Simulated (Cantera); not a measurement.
Input: 1 mol CH3F, at 1952 °C and 0.540 bar.

Equilibrium computed with Cantera from the NASA thermochemical tables; the gas is ideal and each condensed phase is pure. Candidate condensed phases: C, C6H6, C7H8, C8H18; 95 gas species. The numbers say what is thermodynamically allowed, not how fast it happens.

Base state: HF 0.498, H2 0.494, H 0.00619, C2H2 (acetylene) 0.00145, CH4 3.28e-5 (mole fractions); condensed: C(graphite).

Question: What changes in the equilibrium state with this change: temperature from 1952 °C to 1050 °C?

Answer: 
| species | before | after |
|---|---|---|
| HF | 0.498 | 0.500 |
| H2 | 0.494 | 0.499 |
| CH4 | 3.28e-5 | 0.000912 |
| H | 0.00619 | 1.53e-6 |
| C2H2 (acetylene) | 0.00145 | 4.12e-7 |
| C(graphite), mol | 0.994 | 0.998 |
